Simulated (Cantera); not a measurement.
An isothermal, constant-pressure homogeneous reactor starts with 69.4 % NO, 30.6 % N₂, at 1725 K and 285 Torr.

Cantera simulation using GRI-Mech 3.0 (53 species, 325 reactions); the numbers are that mechanism's predictions, not measurements.

x: mole fraction; the columns are a selection and need not sum to one.

| t (s) | x NO | x N₂ | x O | x NO₂ | x N₂O | x O₂ |
|---|---|---|---|---|---|---|
| 2.00e-6 | 0.694 | 0.306 | 4.15e-8 | 5.91e-10 | 4.21e-8 | 3.60e-12 |
| 7.46e-6 | 0.694 | 0.306 | 1.49e-7 | 7.99e-9 | 1.57e-7 | 4.87e-11 |
| 2.78e-5 | 0.694 | 0.306 | 4.85e-7 | 1.01e-7 | 5.84e-7 | 6.20e-10 |
| 0.000104 | 0.694 | 0.306 | 1.17e-6 | 1.02e-6 | 2.17e-6 | 6.78e-9 |
| 0.000386 | 0.694 | 0.306 | 1.70e-6 | 6.55e-6 | 7.95e-6 | 6.22e-8 |
| 0.00144 | 0.694 | 0.306 | 2.59e-6 | 2.90e-5 | 2.80e-5 | 7.26e-7 |
| 0.00537 | 0.694 | 0.306 | 5.36e-6 | 0.000108 | 8.48e-5 | 1.54e-5 |
| 0.0200 | 0.694 | 0.306 | 8.52e-6 | 0.000205 | 0.000167 | 0.000239 |
| 0.0746 | 0.691 | 0.307 | ___ | ___ | 0.000185 | ___ |
| 0.278 | 0.682 | 0.311 | 1.14e-5 | 0.000284 | 0.000179 | 0.00570 |
| 1.04 | 0.652 | 0.327 | 1.64e-5 | 0.000411 | 0.000162 | 0.0211 |
| 3.86 | 0.555 | 0.375 | 2.65e-5 | 0.000589 | 0.000115 | 0.0694 |
| 14.4 | 0.344 | 0.481 | 4.03e-5 | 0.000571 | 4.29e-5 | 0.175 |
| 53.7 | ___ | 0.593 | 5.10e-5 | ___ | ___ | ___ |
| 200 | 0.0215 | 0.642 | 5.50e-5 | 4.94e-5 | 2.75e-7 | 0.336 |

Some entries are withheld; supply them.


- 0.0746, x O: 9.46e-6
- 0.0746, x NO₂: 0.000231
- 0.0746, x O₂: 0.00139
- 53.7, x NO: 0.119
- 53.7, x NO₂: 0.000252
- 53.7, x N₂O: 5.08e-6
- 53.7, x O₂: 0.288
